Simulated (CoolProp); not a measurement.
Saturated liquid density (kg/m³) of sulfur dioxide: the reference equation beside estimates from Tc = 157.5 °C, pc = 78.87 bar, ω = 0.256.

The numbers come from the reference Helmholtz-energy equation of state, Gao 2016 in CoolProp.

```tsv
T (°C)	reference	Redlich-Kwong	Soave-Redlich-Kwong
15.25	1394	1204	1250
26.15	1364	1174	1221
37.15	1332	1141	…
48.15	1299	1107	1157
59.05	1264	1071	1122
70.05	1228	…	1083
80.95	…	…	1042
91.95	1147	946.5	…
102.95	…	897.7	945.2
```

### Question
What belongs in the gaps?

### Answer

- 37.15, Soave-Redlich-Kwong: 1190
- 70.05, Redlich-Kwong: 1032
- 80.95, reference: 1189
- 80.95, Redlich-Kwong: 991.3
- 91.95, Soave-Redlich-Kwong: 996.0
- 102.95, reference: 1100

Absolute difference from the reference over all 9 rows, mean and median: Redlich-Kwong 15.6 and 15.3 %, Soave-Redlich-Kwong 11.7 and 11.2 %.
